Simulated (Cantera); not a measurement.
A closed system holds: 1 mol SiCl4, a varied amount of O3, held at 1075 K and 0.133 bar.

Equilibrium computed with Cantera from the NASA thermochemical tables; the gas is ideal and each condensed phase is pure. Candidate condensed phases: Si, SiO2; 15 gas species. The numbers say what is thermodynamically allowed, not how fast it happens.

Problem. At 0.84 mol O3, list the 4 most abundant gas species with their mole fractions, and the condensed phases.

Solution. Cl2 0.882, O2 0.115, Cl 0.00284, ClO 1.81e-5. Condensed: SiO2(β-quartz).
